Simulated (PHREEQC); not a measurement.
1 kg of water holding 0.044 mol K2SO4, 0.47 mol K2CO3, 0.31 mol KCl and 0.015 mol KHCO3 is evaporated at 60 °C; the solids stay in contact with the brine. No CO2 enters from the air. The run lets Arcanite, Kalicinite, Misenite, Sylvite precipitate or redissolve, and no other solid.

The series has 13 steps of water left (kg), from 1 to 0.09515.

All values are PHREEQC results (Pitzer model, pitzer.dat), not measurements.

Problem. Which solids form, in which order, and at which step of the series does each first stand?

Solution. Arcanite from water left = 0.3083 kg (pH 11.03); Sylvite from water left = 0.1157 kg (pH 11.64).

Species that the database lacks are ignored. At this temperature some constants are extrapolated from 25 °C, and those without enthalpy data are left unchanged.
